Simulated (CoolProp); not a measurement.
Vapour-liquid equilibrium of cyclohexane (1) + n-heptane (2) at 96.65 °C; x and y are mole fractions of (1).

The numbers come from the multi-fluid Helmholtz-energy mixture model, Zhou 2014 and Span 2003; pair parameters Bell 2016 in CoolProp.

Question: Give the bubble pressure and the first vapour's composition at x = 0.15, 0.45, 0.75. Is there an azeotrope?

Answer: x = 0.15: 0.1063 MPa, y = 0.226; x = 0.45: 0.1260 MPa, y = 0.571; x = 0.75: 0.1448 MPa, y = 0.826. No azeotrope shows between x = 0.05 and 0.95.

The pair parameters rest on a limited set of measurements; away from them the model extrapolates.
